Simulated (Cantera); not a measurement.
A closed system holds: 1 mol Si3N4, 1.2 mol N2O, 790 mol N2, at 220000 Pa.

Method: chemical equilibrium by Gibbs-energy minimisation in Cantera with the NASA 1993 tables (ideal gas, pure condensed phases). Candidate condensed phases: Si, SiO2, Si2N2O, Si3N4; 16 gas species. Mutual solubility and eutectic melting of coexisting phases are not modelled. The tables' values for SiN are old estimates; treat these amounts as uncertain. Rates play no part.

x: gas mole fraction; n: condensed amount in mol.

| T (K) | x N2 | x SiO | x Si | x SiN | x Si2N | x Si2 | n Si2N2O(s) | n Si3N4(s) |
|---|---|---|---|---|---|---|---|---|
| 1973 | 0.999 | 0.000666 | 2.00e-6 | 8.26e-7 | 1.55e-7 | 2.72e-9 | 0.672 | 0.375 |
| 1998 | 0.999 | 0.00103 | 3.37e-6 | 1.31e-6 | 3.00e-7 | 6.07e-9 | 0.386 | 0.470 |
| 2023 | 0.998 | 0.00151 | ___ | 2.05e-6 | ___ | ___ | 0 | 0.598 |
| 2048 | 0.998 | 0.00151 | 9.19e-6 | 3.17e-6 | 1.07e-6 | 2.85e-8 | 0 | 0.596 |
| 2073 | 0.998 | 0.00151 | 1.49e-5 | 4.86e-6 | 1.96e-6 | 6.01e-8 | 0 | 0.594 |
| 2098 | 0.998 | 0.00151 | 2.38e-5 | 7.36e-6 | 3.55e-6 | 1.24e-7 | 0 | 0.590 |
| 2123 | 0.998 | 0.00151 | ___ | 1.10e-5 | ___ | ___ | 0 | 0.584 |
| 2148 | 0.998 | 0.00151 | 5.91e-5 | 1.64e-5 | 1.12e-5 | 5.04e-7 | 0 | 0.574 |
| 2173 | 0.998 | 0.00151 | 9.16e-5 | 2.42e-5 | 1.94e-5 | 9.90e-7 | 0 | 0.558 |
| 2198 | 0.998 | 0.00151 | 0.000140 | 3.53e-5 | 3.33e-5 | 1.91e-6 | 0 | 0.535 |

Task: Complete the blanks.

Result: 
- 2023, x Si: 5.60e-6
- 2023, x Si2N: 5.70e-7
- 2023, x Si2: 1.33e-8
- 2123, x Si: 3.77e-5
- 2123, x Si2N: 6.35e-6
- 2123, x Si2: 2.52e-7
